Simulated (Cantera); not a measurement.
# MgO + Br₂ + H₂ (chemical vapour transport)

Charge: 1 mol MgO, a varied amount of Br₂, 0.24 mol H₂, equilibrated at 727 °C and 400000 Pa.

Cantera equilibrium calculation (NASA polynomials, part measured and part estimated; ideal gas, pure solids and liquids). Candidate condensed phases: Br₂, H₂O, Mg, MgBr₂, MgO, Mg(OH)₂; 20 gas species. Kinetics and transport are ignored.

```
n(Br₂) (mol)  log p HBr  log p Br₂  log p H₂  log p H₂O  log p Br  log p MgBr₂  n MgBr₂(l)  n MgO(s)
------------  ---------  ---------  --------  ---------  --------  -----------  ----------  --------
0.071              0.18      -6.34      0.36      -0.70     -5.41        -2.47      0.0146     0.985
0.24               0.50      -2.69     -2.66      -0.07     -3.59        -2.47      0.0845     0.915
0.4                0.38       0.05     -5.64      -0.31     -2.22        -2.47      0.0699     0.930
0.57               0.28       0.24     -6.03      -0.49     -2.12        -2.47      0.0595     0.940
0.73               0.21       0.33     -6.25      -0.64     -2.08        -2.47      0.0523     0.947
0.9                0.15       0.38     -6.43      -0.76     -2.05        -2.47      0.0464     0.953
1.1                0.09       0.42     -6.60      -0.89     -2.03        -2.47      0.0410     0.958
```
log p: log10 of the partial pressure in bar; n: condensed amount in mol.

From 0.071 mol Br₂ to 1.1 mol Br₂ the condensed part is MgBr₂(l) + MgO(s). The main Mg-bearing gas is MgBr₂ throughout.
